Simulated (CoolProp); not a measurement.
A single-stage vapour-compression cycle with propylene: evaporating at 206.15 K (dew point), condensing at 253.15 K (bubble point), superheat 5 K, subcooling 0 K, compressor efficiency 0.65, no pressure losses. Each further row changes one setting.

Computed with CoolProp (reference Helmholtz-energy equation of state, Lemmon 2013).

```tsv
case	cooling COP	pressure ratio	discharge temperature (K)	refrigerating effect (kJ/kg)	volumetric capacity (kJ/m³)
as stated	2.37	8.01	322.1	362	336
evaporating temperature 211.15 K	2.77	6.10	313.2	367	439
condensing temperature 248.15 K	2.71	6.69	312.3	373	347
subcooling 5 K	2.44	8.01	322.1	373	347
superheat 15 K	2.34	8.01	333.8	374	332
compressor efficiency 0.55	2.00	8.01	338.5	362	336
```
